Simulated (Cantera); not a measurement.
Cantera run:

```python
import numpy as np
import cantera as ct

gas_names = """
    H HO2 H2 H2O H2O2 O OH O2 O3 Si SiH SiH2 SiH3 SiH4 SiO SiO2 Si2 Si3
""".split()
cond_names = """
    H2O(s) H2O(L) Si(cr) Si(L) SiO2(Lqz) SiO2(hqz) SiO2(L)
""".split()


# ... load() reads the species with a 1 bar reference pressure and builds the phases ...
atoms = {
    'Si2H6': {'Si': 2, 'H': 6},
    'O3': {'O': 3},
    'H2': {'H': 2},
}
top_T = {}  # K; cautious upper limits of use, not melting points


# ... equilibrate(T, P, feed) seeds the gas with the atoms and calls Mixture.equilibrate('TP', solver="vcs", rtol=1e-11, max_steps=5000) ...
results = []
feed = {'Si2H6': 1, 'O3': 1.5, 'H2': 0.75}  # mol
T = 900  # K
P = 49000  # Pa
mix = equilibrate(T, P, feed)
results.append((T, P, feed, dict(zip(mix.species_names, mix.species_moles))))
x = sorted(zip(gas.X, gas.species_names), reverse=True)
print(f"T = {T:g} K  P = {P:g} Pa  gas = {mix.phase_moles(0):.4g} mol")
print("   x: " + "  ".join(f"{s} {v:.3e}" for v, s in x if v > 0.001))
print("   condensed (mol): " + ("  ".join(f"{mix.phase(i).name} {mix.phase_moles(i):.4g}"
      for i in range(1, mix.n_phases) if mix.phase_moles(i) > 1e-12) or "none"))
```

It prints:

```
T = 900 K  P = 49000 Pa  gas = 3.75 mol
   x: H2 8.667e-01  H2O 1.333e-01
   condensed (mol): SiO2(hqz) 2
```

These are equilibrium values from Cantera (NASA tables, ideal gas, pure condensed phases), not measurements of a reactor. The feed counts by its element totals alone.
